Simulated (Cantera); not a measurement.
An adiabatic, constant-volume homogeneous reactor starts with CH4 : O2 : N2 : H2 = 1 : 3.92 : 14.7 : 0.095 (molar parts), equivalence ratio 0.52, at 1475 K and 330000 Pa.

Computed with Cantera and GRI-Mech 3.0 (53 species, 325 reactions).

Q: Predict: time of steepest temperature rise; temperature at 4.00 s; equilibrium temperature; x(O2) at 4.00 s; x(O) at 4.00 s; x(CO2) at 4.00 s.

A: 
```
Quantity                                                            Result
---------------------------------  ---------------------------------------
time of steepest temperature rise                                 0.285 ms
temperature at 4.00 s                                               2643 K
equilibrium temperature                                             2643 K
x(O2) at 4.00 s                      0.0844 (gas-phase equilibrium 0.0844)
x(O) at 4.00 s                     0.00338 (gas-phase equilibrium 0.00338)
x(CO2) at 4.00 s                     0.0456 (gas-phase equilibrium 0.0456)
```
